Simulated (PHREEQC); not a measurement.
Make-up at 25 °C: 0.12 mol/kgw HF, 0.0006 mol/kgw NH4F, 0.0047 mol/kgw (NH4)2SiF6 and 0.00013 mol/kgw H2SO4. Closed to the air; pH follows from the charge balance.

All values are PHREEQC results (ion-association model, phreeqc.dat), not measurements.

No solid was allowed to form.

**Question.** Predict the pH.

**Answer.** pH 2.00.

**Question.** In which forms is F present?

**Answer.** HF 71 %, SiF6-2 19 %, F- 5.6 %, HF2- 4.5 % of the F.

Species that the database lacks are ignored. SiF6-2 is the database's only silicon fluoride.
